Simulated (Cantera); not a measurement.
Cantera with NASA thermochemical tables; ideal gases at 1 bar, condensed phases pure. Values are per mole of reaction as written; species without (g) are pure solids or liquids, kept so even where they would boil at 1 bar. ZrN: taken at fixed stoichiometry.

Problem. Between 2073 and 2473 K, where is each reaction favourable under standard conditions?
- 5 O(g) + 2 ZrN ⇌ 2 ZrO₂(g) + N₂O(g)

Solution. 
- 5 O(g) + 2 ZrN ⇌ 2 ZrO₂(g) + N₂O(g): ΔG° is -656 kJ at 2073 K and -571 kJ at 2473 K; it stays negative (K > 1). ΔH° is -1108 kJ and ΔS° -217 J/K at 2473 K.
